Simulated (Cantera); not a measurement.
Input: 1 mol borazine, 11 mol H2O, a varied amount of H2, equilibrated at 1500 °C and 11000 Pa.

These are equilibrium values from Cantera (NASA tables, ideal gas, pure condensed phases), not measurements of a reactor. Candidate condensed phases: B, BN, B2O3, B3O3H3, H2O; 39 gas species. The feed counts by its element totals alone. Equilibrium is a limit: real reactors are often held back by kinetics, nucleation or transport.

Question: At 14 mol H2, list the 7 most abundant gas species with their mole fractions, and the condensed phases.

Answer: H2 0.692, H2O 0.165, HBO2 0.0891, N2 0.0484, B2O3 0.00335, HBO 0.000851, H 0.000714. Condensed: gas only.
